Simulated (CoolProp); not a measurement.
Saturated liquid density (kg/m³) of octamethylcyclotetrasiloxane (D4): the reference equation beside estimates from Tc = 586.5 K, pc = 1347 kPa, ω = 0.598. Rackett uses Z = 0.29056 − 0.08775 ω.

The numbers come from the reference Helmholtz-energy equation of state, Thol 2015 in CoolProp.

| T (K) | reference | Rackett | van der Waals | Redlich-Kwong | Soave-Redlich-Kwong |
|---|---|---|---|---|---|
| 304 | 944.0 | ? | 531.7 | 788.5 | ? |
| 319 | 926.8 | 1084 | 523.7 | 775.1 | 824.2 |
| 334.1 | 909.4 | 1063 | 515.4 | 761.1 | 812.9 |
| 349.2 | 891.7 | 1043 | 506.7 | 746.3 | 800.8 |
| 364.3 | 873.8 | 1021 | 497.7 | ? | 787.9 |
| 379.3 | 855.7 | 999.6 | 488.4 | ? | 774.0 |
| 394.4 | 837.1 | 977.0 | 478.7 | 697.5 | 758.9 |
| 409.5 | 818.0 | 953.8 | 468.5 | 679.4 | 742.7 |

**Question.** Fill in the missing entries.

**Answer.** 
- 304, Rackett: 1103
- 304, Soave-Redlich-Kwong: 834.6
- 364.3, Redlich-Kwong: 730.8
- 379.3, Redlich-Kwong: 714.6

Absolute difference from the reference over all 8 rows, mean and median: Rackett 16.8 and 16.8 %, van der Waals 43.1 and 43.1 %, Redlich-Kwong 16.5 and 16.4 %, Soave-Redlich-Kwong 10.2 and 10.0 %.
